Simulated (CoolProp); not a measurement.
The fluid at 264 K and 11.2 MPa is throttled through a valve to 4.45 MPa with no heat exchange. The same conditions are run with several fluids, on thermodynamics alone (safety and materials aside).

Model: reference Helmholtz-energy equation of state of each fluid (R22: Kamei 1995; R141b: Lemmon 2006; sulfur hexafluoride: Guder 2009; propylene glycol: Eisenbach 2021; R21: Platzer 1990), in CoolProp. The equations of Platzer and Polt are older, rougher fits.

```
fluid                temperature change (K)  final density (kg/m³)
-------------------  ----------------------  ---------------------
R22                                    +1.8                    [?]
R141b                                  +3.0                   1300
sulfur hexafluoride                    +0.7                    [?]
propylene glycol                       +2.3                   1060
R21                                     [?]                    [?]
```

Fill in the missing entries.


- R22, final density (kg/m³): 1320
- sulfur hexafluoride, final density (kg/m³): 1650
- R21, temperature change (K): +2.9
- R21, final density (kg/m³): 1450
